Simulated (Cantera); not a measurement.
Mixture: H2 : O2 : N2 = 1 : 0.794 : 4.21 (molar parts), at 44000 Pa, adiabatic and at constant volume. Ignition delay is the time to a rise of 400 K.

Cantera simulation using GRI-Mech 3.0 (53 species, 325 reactions); the numbers are that mechanism's predictions, not measurements. Where the delays flatten at high temperature, the 400 K rule measures the pace of heat release, not the induction time.

Task: Predict: delay at 1250 K; delay at 1400 K; delay at 1550 K; delay at 1700 K; delay at 1850 K.

Result: 
```
Item                Value
---------------  --------
delay at 1250 K  0.120 ms
delay at 1400 K   88.9 µs
delay at 1550 K   86.7 µs
delay at 1700 K   99.2 µs
delay at 1850 K  0.122 ms
```
